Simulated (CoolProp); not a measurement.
Ethanol along the isotherm 523 K: density (kg/m³) from the reference equation and from simpler models built on Tc = 514.7 K, pc = 6.268 MPa, ω = 0.644; each cubic takes its own stable root.

Values from CoolProp's reference Helmholtz-energy equation of state, Schroeder 2014.

```json
[
 {"p (MPa)": "3.13", "phase": "gas", "reference": "39.44"},
 {"p (MPa)": "6.27", "phase": "supercritical", "reference": "120.8"},
 {"p (MPa)": "9.4", "phase": "supercritical", "reference": "441.2"},
 {"p (MPa)": "12.5", "phase": "supercritical", "reference": "489.3"},
 {"p (MPa)": "15.7", "phase": "supercritical", "reference": "515.9"},
 {"p (MPa)": "18.8", "phase": "supercritical", "reference": "534.1"},
 {"p (MPa)": "21.9", "phase": "supercritical", "reference": "548.5"},
 {"p (MPa)": "25.1", "phase": "supercritical", "reference": "560.9"},
 {"p (MPa)": "28.2", "phase": "supercritical", "reference": "571.3"},
 {"p (MPa)": "31.3", "phase": "supercritical", "reference": "580.5"}
]
```

Question: How far does each simpler model (ideal gas, van der Waals, Redlich-Kwong, Soave-Redlich-Kwong, Peng-Robinson) lie from the reference over these 10 states: mean and median of the absolute difference, and the worst?

Answer: 
- ideal gas: mean 54.3 %, median 55.1 %, worst -77.4 % at 523 K and 9.4 MPa
- van der Waals: mean 29.7 %, median 36.5 %, worst -37.2 % at 523 K and 12.5 MPa
- Redlich-Kwong: mean 18.4 %, median 20.5 %, worst -25.2 % at 523 K and 9.4 MPa
- Soave-Redlich-Kwong: mean 18.8 %, median 21.4 %, worst -28.1 % at 523 K and 9.4 MPa
- Peng-Robinson: mean 12.8 %, median 12.6 %, worst -20.9 % at 523 K and 9.4 MPa
